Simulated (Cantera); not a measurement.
A freely propagating, adiabatic, planar premixed flame of H₂ : O₂ : N₂ : H₂O = 1 : 0.312 : 1.17 : 0.22 (molar parts), equivalence ratio 1.6, unburnt at 550 K and 100.0 Torr; mixture-averaged transport, grid criteria slope 0.08 and curve 0.16, no radiation.

Model: the H2/O2 subset of GRI-Mech 3.0, which has no nitrogen chemistry, integrated in Cantera. Burning velocities carry a grid error of a few per cent, more on coarse grids.

**Question.** What does this change do: inlet temperature 550 to 700 K?

**Answer.** 
```
quantity                    before     after
------------------------  --------  --------
laminar burning velocity  561 cm/s  896 cm/s
thermal thickness          5.78 mm   6.73 mm
peak x(OH)                 0.00880    0.0109
peak x(O)                  0.00616   0.00726
peak x(HO₂)                7.86e-5   4.60e-5
```
